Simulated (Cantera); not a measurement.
A closed system holds: 1 mol CuO, 36 mol H2, 0.7 mol N2, equilibrated at 0.0710 bar.

These are equilibrium values from Cantera (NASA tables, ideal gas, pure condensed phases), not measurements of a reactor. Candidate condensed phases: Cu, CuO, Cu(OH)2, Cu2O, H2O; 27 gas species. Equilibrium is a limit: real reactors are often held back by kinetics, nucleation or transport.

Q: Which condensed phases are stable at each of these points (T (°C)): 677, 827, 977, 1127, 1277, 1427, 1577, 1727, 1877?

A: 
```tsv
T (°C)	condensed phases	Cu condensed (%)
677	Cu(s)	100.0
827	Cu(s)	100.0
977	Cu(s)	100.0
1127	Cu(l)	99.9
1277	Cu(l)	99.0
1427	Cu(l)	91.7
1577	Cu(l)	50.0
1727	gas only	0.0
1877	gas only	0.0
```

From 677 °C to 977 °C the condensed part is Cu(s). From 1127 °C to 1577 °C the condensed part is Cu(l). From 1727 °C to 1877 °C nothing is condensed.
